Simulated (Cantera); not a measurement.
Charge: 1 mol SiO2, 0.32 mol C, 0.37 mol N2, equilibrated at 49.0 Pa.

Cantera equilibrium calculation (NASA polynomials, part measured and part estimated; ideal gas, pure solids and liquids). Candidate condensed phases: C, Si, SiC, SiO2, Si2N2O, Si3N4; 34 gas species. Mutual solubility and eutectic melting of coexisting phases are not modelled. The tables hold silica as quartz up to 1696 K and as liquid above; real silica turns to tridymite and cristobalite and melts near 1996 K. The numbers say what is thermodynamically allowed, not how fast it happens.

### Question
What share of the Si ends up in condensed phases as a function of T (K), at 1523, 1598, 1673, 1748, 1823, 1898, 1973, 2048, 2123, 2198, 2273, 2348?

### Answer
```tsv
T (K)	Si condensed (%)	as
1523	89.8	SiO2(β-quartz) + Si2N2O(s)
1598	68.0	SiO2(β-quartz)
1673	68.0	SiO2(β-quartz)
1748	68.0	SiO2(condensed)
1823	67.8	SiO2(condensed)
1898	67.4	SiO2(condensed)
1973	66.0	SiO2(condensed)
2048	62.8	SiO2(l)
2123	55.5	SiO2(l)
2198	21.6	SiO2(l)
2273	0.0	-
2348	0.0	-
```
